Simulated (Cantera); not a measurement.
## Stirred combustor or abatement burner

A perfectly stirred reactor is fed with CH4 : O2 : N2 = 1 : 2.33 : 8.74 (molar parts), at 8.30 bar; it is adiabatic with a 350 K inlet, and is followed from long to short residence time, starting on the burning branch (τ in s: 0.021, 0.0085, 0.0034, 0.0013, 0.00054, 0.00021, 8.5e-05, 3.4e-05, 1.3e-05).

Detailed kinetics in Cantera: GRI-Mech 3.0 (53 species, 325 reactions).

| τ (s) | T (K) | x CH4 | x O2 | x H2O2 | x C2H4 | x OH | x NO2 |
|---|---|---|---|---|---|---|---|
| 0.021 | 2132 | 5.23e-6 | 0.0272 | 2.39e-7 | 7.42e-10 | 0.00184 | 5.99e-7 |
| 0.0085 | 2129 | 1.16e-5 | 0.0275 | 2.63e-7 | 3.51e-9 | 0.00199 | 3.72e-7 |
| 0.0034 | 2122 | 2.45e-5 | 0.0278 | 3.14e-7 | 1.41e-8 | 0.00225 | 2.74e-7 |
| 0.0013 | 2108 | 5.03e-5 | 0.0285 | 4.10e-7 | 4.99e-8 | 0.00268 | 2.31e-7 |
| 0.00054 | 2086 | 9.56e-5 | 0.0297 | 5.52e-7 | 1.40e-7 | 0.00318 | 2.01e-7 |
| 0.00021 | 2049 | 0.000196 | 0.0318 | 7.80e-7 | 4.13e-7 | 0.00371 | 1.60e-7 |
| 8.5e-5 | 1993 | 0.000428 | 0.0355 | 1.11e-6 | 1.32e-6 | 0.00396 | 1.14e-7 |
| 3.4e-5 | 350 | 0.0828 | 0.193 | <1e-12 | <1e-12 | <1e-12 | <1e-12 |
| 1.3e-5 | 350 | 0.0828 | 0.193 | <1e-12 | <1e-12 | <1e-12 | <1e-12 |
x: mole fraction; the columns are a selection and need not sum to one.
